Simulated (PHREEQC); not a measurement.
# Brine (model solution)

Solution (30 °C): 1.2 mol H2SO4 and 0.79 mol NaCl per kg of water. Closed to the air; pH follows from the charge balance.

Model: Pitzer model, pitzer.dat, run in PHREEQC.

No solid was allowed to form.

What pH does the model give?

pH -0.34.

In which forms is S present?

HSO4- 80 %, SO4-2 20 % of the S.

In brines, pH and single-ion activities rest on the MacInnes convention.
